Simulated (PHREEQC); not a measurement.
Synthetic water in mmol/kgw, 20 °C, pH 1.97, pe 10.4:

```json
[
 {"constituent": "Na", "mmol/kgw": "1.31"},
 {"constituent": "K", "mmol/kgw": "19.5"},
 {"constituent": "Ca", "mmol/kgw": "9.01"},
 {"constituent": "Mg", "mmol/kgw": "5.73"},
 {"constituent": "Cl", "mmol/kgw": "16.4"},
 {"constituent": "S(6)", "mmol/kgw": "27.7"},
 {"constituent": "Fe(3)", "mmol/kgw": "0.0176"},
 {"constituent": "N(5)", "mmol/kgw": "0.38"},
 {"constituent": "Cu(2)", "mmol/kgw": "0.0243"},
 {"constituent": "Sr", "mmol/kgw": "0.0234"}
]
```

Valence states are taken as typed.

Computed with PHREEQC (ion-association model, phreeqc.dat).

Problem. The ionic strength comes out as 0.0786 mol/kgw. What activity coefficients do Cu+2, Na+, KSO4-, Ca+2, K+ get?

Solution. Cu+2 0.43, Na+ 0.80, KSO4- 0.80, Ca+2 0.42, K+ 0.78.

No solid was allowed to form. Saturation is exceeded, for instance for Hematite (slow to form); the values hold only as long as no solid forms.
